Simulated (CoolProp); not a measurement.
n-perfluoropentane at 298.15 K and 10 MPa is throttled through a valve to 1.72 MPa with no heat exchange. Each further row changes one setting.

Computed with CoolProp (reference Helmholtz-energy equation of state, Gao 2022).

| case | temperature change (K) | final density (kg/m³) |
|---|---|---|
| as stated | +2.2 | 1610 |
| outlet pressure 0.516 MPa | ___ | ___ |
| outlet pressure 2.24 MPa | ___ | 1610 |

Some entries are withheld; supply them.


- outlet pressure 0.516 MPa, temperature change (K): +2.5
- outlet pressure 0.516 MPa, final density (kg/m³): 1600
- outlet pressure 2.24 MPa, temperature change (K): +2.1
